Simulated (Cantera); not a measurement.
A Cantera script and what it prints.

```python
import numpy as np
import cantera as ct

gas_names = """
    F F2 H HF H2 H2F2 H3F3 H4F4 H5F5 H6F6 H7F7 N NF NF2 NF3 NH NH2 NH3 N2 N2H2 N2H4 Si SiF SiF2 SiF3
    SiF4 SiH SiHF3 SiH2 SiH2F2 SiH3 SiH3F SiH4 SiN Si2 Si2N Si3
""".split()
cond_names = """
    Si(cr) Si(L) Si3N4(a)
""".split()


def load(file, names, dense=False):
    # The tables refer to 1 bar. Condensed volumes are neglected.
    table = {s.name: s for s in ct.Species.list_from_file(file)}
    out = []
    for n in names:
        d = dict(table[n].input_data)
        d["thermo"] = dict(d["thermo"], **{"reference-pressure": 1e5})
        if dense:
            d["equation-of-state"] = {"model": "constant-volume", "density": "1e6 g/cm^3"}
        out.append(ct.Species.from_dict(d))
    return out


gas = ct.Solution(thermo="ideal-gas", species=load("nasa_gas.yaml", gas_names))
cond = {s.name: ct.Solution(thermo="fixed-stoichiometry", species=[s], name=s.name)
        for s in load("nasa_condensed.yaml", cond_names, dense=True)}
atoms = {
    'SiF4': {'Si': 1, 'F': 4},
    'N2': {'N': 2},
    'NH3': {'N': 1, 'H': 3},
}
top_T = {'Si3N4(a)': 2400}  # K; cautious upper limits of use, not melting points


def equilibrate(T, P, feed):
    n = {}
    for name, mol in feed.items():
        for a, k in atoms[name].items():
            n[a] = n.get(a, 0.0) + k * mol
    gas.TPX = T, P, n
    mass = sum(n.values()) * gas.mean_molecular_weight
    gas.equilibrate("TP")
    valid = [c for c in cond.values() if c.min_temp <= T <= top_T.get(c.name, c.max_temp)]
    mix = ct.Mixture([(gas, mass / gas.mean_molecular_weight)] + [(c, 0.0) for c in valid])
    mix.T, mix.P = T, P
    mix.equilibrate("TP", solver="vcs", rtol=1e-11, max_steps=5000)
    return mix


results = []
feed = {'SiF4': 1, 'N2': 0.9, 'NH3': 31}  # mol
T = 1223  # K
P = 760  # Pa
mix = equilibrate(T, P, feed)
results.append((T, P, feed, dict(zip(mix.species_names, mix.species_moles))))
print(gas.report(threshold=1e-06))
for i in range(1, mix.n_phases):
    print(f"{mix.phase(i).name:16s} {mix.phase_moles(i):12.5e} mol")
```

It prints:

```
       temperature   1223 K
          pressure   760 Pa
           density   0.00076715 kg/m^3
  mean mol. weight   10.264 kg/kmol
   phase of matter   gas

                          1 kg             1 kmol
                     ---------------   ---------------
          enthalpy        3.7366e+05        3.8354e+06  J
   internal energy       -6.1701e+05       -6.3332e+06  J
           entropy             23209        2.3822e+05  J/K
    Gibbs function       -2.8011e+07       -2.8751e+08  J
 heat capacity c_p            3209.7             32946  J/K
 heat capacity c_v            2399.7             24631  J/K

                      mass frac. Y      mole frac. X     chem. pot. / RT
                     ---------------   ---------------   ---------------
                 H        2.8866e-07        2.9394e-06           -11.614
                HF         0.0040349         0.0020701           -61.072
                H2           0.14266           0.72636           -23.228
                N2           0.69956           0.25632           -31.649
              SiF2        2.5555e-05        3.9693e-06           -109.97
              SiF3         0.0019765        0.00023845           -159.43
              SiF4           0.14988          0.014781           -208.89
             SiHF3         0.0018452           0.00022           -171.04
            SiH2F2        1.0592e-05        1.5966e-06            -133.2
     [  +28 minor]         6.946e-07        4.1274e-07

Si(cr)            0.00000e+00 mol
Si3N4(a)          8.52497e-03 mol
```

Method: chemical equilibrium by Gibbs-energy minimisation in Cantera with the NASA 1993 tables (ideal gas, pure condensed phases). The tables' values for SiF3 are old estimates; treat these amounts as uncertain.
